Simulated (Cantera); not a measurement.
Input: 1 mol PbO, 0.45 mol H2, at 1500 K and 0.000170 bar.

These are equilibrium values from Cantera (NASA tables, ideal gas, pure condensed phases), not measurements of a reactor. Candidate condensed phases: H2O, Pb, PbO, PbO2, Pb3O4; 12 gas species. Kinetics and transport are ignored.

Base state: Pb 0.403, H2O 0.293, PbO 0.249, O2 0.0548, OH 0.000837, H2 0.000181, O 7.28e-5, H 1.82e-5 (mole fractions); condensed: gas only.

Problem. What changes in the equilibrium state with this change: PbO replaced by Pb?

Solution. 
```json
[
 {"species": "Pb", "before": "0.403", "after": "0.689"},
 {"species": "H2", "before": "0.000181", "after": "0.310"},
 {"species": "H", "before": "1.82e-5", "after": "0.000752"},
 {"species": "H2O", "before": "0.293", "after": "0"},
 {"species": "PbO", "before": "0.249", "after": "0"},
 {"species": "O2", "before": "0.0548", "after": "0"},
 {"species": "OH", "before": "0.000837", "after": "0"},
 {"species": "O", "before": "7.28e-5", "after": "0"}
]
```

Problem. What changes in the equilibrium state with this change: pressure from 0.000170 bar to 6.40 bar?

Solution. 
```
species        before    after
-----------  --------  -------
H2O             0.293    0.994
Pb              0.403  0.00384
PbO             0.249  0.00138
O2             0.0548  4.94e-7
O             7.28e-5  1.13e-9
OH           0.000837  6.07e-6
H             1.82e-5  2.26e-7
H2           0.000181  0.00106
Pb(l), mol          0    0.448
PbO(l), mol         0    0.550
```
Each liquid is taken as pure. Mutual solubility and eutectic melting of coexisting phases are not modelled. Gases not in the tables: (PbO)n polymers.

Problem. What changes in the equilibrium state with this change: temperature from 1500 K to 575 K?

Solution. 
```
species          before    after
-------------  --------  -------
H2O               0.293    1.000
H2             0.000181  1.45e-5
Pb                0.403  5.64e-9
PbO               0.249    <1e-9
O2               0.0548    <1e-9
OH             0.000837    <1e-9
O               7.28e-5    <1e-9
Pb(s), mol            0    0.450
PbO(red), mol         0    0.550
```
